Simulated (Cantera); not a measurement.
An isothermal, constant-pressure homogeneous reactor starts with H2 : O2 : N2 = 1.5 : 1 : 12 (molar parts), equivalence ratio 0.75, at 1050 K and 0.380 bar.

Detailed kinetics in Cantera: GRI-Mech 3.0 (53 species, 325 reactions). The temperature is held fixed by assumption; the heat of reaction is taken as removed at once.

x: mole fraction; the columns are a selection and need not sum to one.

```tsv
t (s)	x H2	x O2	x NO2	x NO	x N2O	x H2O	x HO2
1.00e-5	0.103	0.0690	<1e-12	<1e-12	<1e-12	7.32e-12	7.48e-11
3.35e-5	0.103	0.0690	<1e-12	<1e-12	<1e-12	1.44e-10	2.72e-10
0.000112	0.103	0.0690	<1e-12	<1e-12	<1e-12	[?]	[?]
0.000377	0.103	0.0690	<1e-12	<1e-12	<1e-12	7.92e-6	1.28e-6
0.00126	[?]	[?]	2.74e-10	2.06e-6	[?]	0.102	[?]
0.00423	0.000432	0.0184	8.39e-9	2.14e-6	3.11e-8	0.109	5.03e-6
0.0142	6.25e-5	0.0182	5.08e-8	2.09e-6	3.43e-8	0.109	1.57e-6
0.0475	6.18e-6	0.0182	9.81e-8	2.05e-6	3.55e-8	0.109	2.17e-7
0.159	3.60e-7	0.0182	7.56e-8	2.07e-6	3.60e-8	0.109	2.14e-8
0.534	3.22e-8	0.0182	3.42e-8	2.11e-6	3.62e-8	0.109	3.70e-9
1.79	7.10e-9	0.0182	1.47e-8	2.13e-6	3.61e-8	0.109	9.76e-10
6.00	2.01e-9	0.0182	8.60e-9	2.14e-6	3.53e-8	0.109	3.53e-10
```

Task: What belongs in the gaps?

Result: 
- 0.000112, x H2O: 4.81e-9
- 0.000112, x HO2: 1.65e-9
- 0.00126, x H2: 0.00489
- 0.00126, x O2: 0.0209
- 0.00126, x N2O: 2.04e-8
- 0.00126, x HO2: 9.14e-6
